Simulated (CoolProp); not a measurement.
Carbon dioxide at several states: fugacity coefficient from the reference equation and from simpler models built on Tc = 31.0 °C, pc = 7.377 MPa, ω = 0.224; each cubic takes its own stable root.

Model: reference Helmholtz-energy equation of state, Span 1996, in CoolProp.

| T (°C) | p (MPa) | phase | reference |
|---|---|---|---|
| 303.85 | 12.6 | supercritical | 0.9635 |
| 560.05 | 0.011 | gas | 1.000 |
| 652.15 | 15.5 | supercritical | 1.029 |
| 546.15 | 14.7 | supercritical | 1.019 |

How far does each simpler model (van der Waals, Soave-Redlich-Kwong) lie from the reference over these 4 states: mean and median of the absolute difference, and the worst?


- van der Waals: mean 2.9 %, median 3.5 %, worst -4.5 % at 303.85 °C and 12.6 MPa
- Soave-Redlich-Kwong: mean 1.7 %, median 2.0 %, worst +2.6 % at 303.85 °C and 12.6 MPa
